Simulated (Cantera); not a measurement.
An adiabatic, constant-volume homogeneous reactor starts with CO : H2 : CH4 : O2 : N2 = 1 : 0.085 : 0.35 : 1.38 : 4.97 (molar parts), at 1425 K and 18.0 bar. Integrator tolerance rtol = 1e-08.

Model: GRI-Mech 3.0 (53 species, 325 reactions), integrated in Cantera. The pressure lies above the range GRI-Mech 3.0 was tuned for (to about 10 atm). Above 3000 K some thermodynamic fits are extrapolated.

Task: What does this change do: constant pressure in place of constant volume?

Result: 
| quantity | before | after |
|---|---|---|
| time of steepest temperature rise | 60.9 µs | 66.7 µs |
| temperature at 0.100 s | 3101 K | 2899 K |
| equilibrium temperature | 3101 K | 2899 K |
| x(CO) at 0.100 s | 0.0539 (gas-phase equilibrium 0.0539) | 0.0428 (gas-phase equilibrium 0.0428) |
| x(H2) at 0.100 s | 0.00509 (gas-phase equilibrium 0.00509) | 0.00405 (gas-phase equilibrium 0.00405) |
| x(CH4) at 0.100 s | <1e-12 (gas-phase equilibrium <1e-12) | <1e-12 (gas-phase equilibrium <1e-12) |
| x(HO2) at 0.100 s | 2.93e-5 (gas-phase equilibrium 2.93e-5) | 1.63e-5 (gas-phase equilibrium 1.63e-5) |
| x(CH2CO) at 0.100 s | <1e-12 (gas-phase equilibrium <1e-12) | <1e-12 (gas-phase equilibrium <1e-12) |
| x(O) at 0.100 s | 0.00466 (gas-phase equilibrium 0.00466) | 0.00326 (gas-phase equilibrium 0.00326) |

Task: What does this change do: initial temperature 1425 to 1225 K?

Result: 
```
quantity                                                            before                                    after
---------------------------------  ---------------------------------------  ---------------------------------------
time of steepest temperature rise                                  60.9 µs                                 0.351 ms
temperature at 0.100 s                                              3101 K                                   3035 K
equilibrium temperature                                             3101 K                                   3035 K
x(CO) at 0.100 s                     0.0539 (gas-phase equilibrium 0.0539)    0.0453 (gas-phase equilibrium 0.0453)
x(H2) at 0.100 s                   0.00509 (gas-phase equilibrium 0.00509)  0.00418 (gas-phase equilibrium 0.00418)
x(CH4) at 0.100 s                    <1e-12 (gas-phase equilibrium <1e-12)    <1e-12 (gas-phase equilibrium <1e-12)
x(HO2) at 0.100 s                  2.93e-5 (gas-phase equilibrium 2.93e-5)  2.58e-5 (gas-phase equilibrium 2.58e-5)
x(CH2CO) at 0.100 s                  <1e-12 (gas-phase equilibrium <1e-12)    <1e-12 (gas-phase equilibrium <1e-12)
x(O) at 0.100 s                    0.00466 (gas-phase equilibrium 0.00466)  0.00339 (gas-phase equilibrium 0.00339)
```
